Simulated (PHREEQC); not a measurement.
Brine: speciation

Consider water at 90 °C with 1.8 mol MgCl2 and 0.35 mol KCl per kg of water. Closed to the air; pH follows from the charge balance.

All values are PHREEQC results (Pitzer model, pitzer.dat), not measurements.

ionic strength: 5.75 mol/kgw
activity of water: 0.870
density: 1.106 g/cm³
osmotic coefficient: 1.265

```json
[
 {"species": "Cl-", "molality": "3.95", "activity": "2.40", "log γ": "-0.217"},
 {"species": "Mg+2", "molality": "1.80", "activity": "1.09", "log γ": "-0.219"},
 {"species": "K+", "molality": "0.350", "activity": "0.253", "log γ": "-0.140"},
 {"species": "H+", "molality": "1.00e-5", "activity": "2.40e-5", "log γ": "0.380"},
 {"species": "MgOH+", "molality": "9.81e-6", "activity": "6.45e-6", "log γ": "-0.182"},
 {"species": "OH-", "molality": "1.91e-7", "activity": "1.43e-8", "log γ": "-1.127"}
]
```

No solid was allowed to form. Complexes and solids missing from the database can't appear. Constants without temperature data keep their 25 °C values here.
